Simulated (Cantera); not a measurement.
A closed system holds: 1 mol CH3SiH3, 0.0065 mol C3H8, 7.7 mol H2, held at 100 Torr.

Equilibrium computed with Cantera from the NASA thermochemical tables; the gas is ideal and each condensed phase is pure. Candidate condensed phases: C, C6H6, C7H8, C8H18, Si, SiC; 87 gas species. The feed counts by its element totals alone. Gases not in the tables: Si2H6 and higher silanes. Rates play no part.

Task: Which condensed phases are stable at each of these points (T (K)): 1075, 1175, 1275, 1375, 1475, 1575, 1675, 1775, 1875, 1975, 2075, 2175, 2275, 2375?

Result: 
```csv
T (K),condensed phases,Si condensed (%)
1075,SiC(s),100.0
1175,SiC(s),100.0
1275,C(graphite) + SiC(s),100.0
1375,C(graphite) + SiC(s),100.0
1475,C(graphite) + SiC(s),100.0
1575,C(graphite) + SiC(s),100.0
1675,C(graphite) + SiC(s),100.0
1775,C(graphite) + SiC(s),100.0
1875,C(graphite) + SiC(s),100.0
1975,C(graphite) + SiC(s),100.0
2075,SiC(s),99.9
2175,SiC(s),99.5
2275,SiC(s),98.2
2375,SiC(s),94.6
```

From 1075 K to 1175 K the condensed part is SiC(s). From 1275 K to 1975 K the condensed part is C(graphite) + SiC(s). From 2075 K to 2375 K the condensed part is SiC(s).
